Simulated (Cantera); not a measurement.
Charge: 1 mol Si, 5.5 mol F2, 1.3 mol NF3, held at 0.410 bar.

Equilibrium computed with Cantera from the NASA thermochemical tables; the gas is ideal and each condensed phase is pure. Candidate condensed phases: Si, Si3N4; 16 gas species. The numbers say what is thermodynamically allowed, not how fast it happens.

log p: log10 of the partial pressure in bar; nothing condenses.

```tsv
T (K)	log p F	log p F2	log p SiF4	log p NF3	log p N2	log p NF2
923	-1.65	-0.57	-1.22	-1.49	-1.63	-5.92
973	-1.41	-0.57	-1.24	-1.82	-1.53	-5.77
1023	-1.21	-0.59	-1.27	-2.18	-1.49	-5.69
1073	-1.03	-0.64	-1.29	-2.55	-1.49	-5.65
1123	-0.89	-0.70	-1.31	-2.93	-1.51	-5.64
1173	(withheld)	(withheld)	-1.34	(withheld)	-1.53	-5.67
1223	-0.67	-0.90	-1.37	-3.74	-1.56	-5.74
1273	-0.60	(withheld)	-1.40	(withheld)	-1.59	(withheld)
1323	-0.55	-1.19	-1.42	-4.61	-1.61	-5.94
1373	-0.51	-1.36	-1.44	-5.06	-1.63	-6.07
```

Question: What belongs in the gaps?

Answer: 
- 1173, log p F: -0.77
- 1173, log p F2: -0.79
- 1173, log p NF3: -3.33
- 1273, log p F2: -1.04
- 1273, log p NF3: -4.17
- 1273, log p NF2: -5.83
